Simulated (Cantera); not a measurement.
Mixture: CH₄ : C₂H₆ : C₃H₈ : O₂ : N₂ = 1 : 0.079 : 0.45 : 2.66 : 10 (molar parts), equivalence ratio 1.7, at 7.10 bar, adiabatic and at constant pressure. Ignition delay is the time to a rise of 400 K.

Cantera simulation using GRI-Mech 3.0 (53 species, 325 reactions); the numbers are that mechanism's predictions, not measurements. GRI-Mech 3.0 was tuned for natural gas; its chemistry of propane as a main component is partial and can be far from experiment.

Task: What does this change do: pressure from 7.10 bar to 26.0 bar?

Result: 
```csv
quantity,before,after
delay at 1000 K,36.7 ms,9.06 ms
delay at 1100 K,8.79 ms,2.20 ms
delay at 1200 K,1.90 ms,0.600 ms
delay at 1300 K,0.414 ms,0.162 ms
delay at 1400 K,0.107 ms,46.4 µs
apparent activation energy between 1350 and 1450 K,200 kJ/mol,190 kJ/mol
```
The pressure lies above the range GRI-Mech 3.0 was tuned for (to about 10 atm).

Task: What does this change do: constant volume in place of constant pressure?

Result: 
```json
[
 {"quantity": "delay at 1000 K", "before": "36.7 ms", "after": "35.4 ms"},
 {"quantity": "delay at 1100 K", "before": "8.79 ms", "after": "8.40 ms"},
 {"quantity": "delay at 1200 K", "before": "1.90 ms", "after": "1.78 ms"},
 {"quantity": "delay at 1300 K", "before": "0.414 ms", "after": "0.378 ms"},
 {"quantity": "delay at 1400 K", "before": "0.107 ms", "after": "95.7 µs"},
 {"quantity": "apparent activation energy between 1350 and 1450 K", "before": "200 kJ/mol", "after": "200 kJ/mol"}
]
```
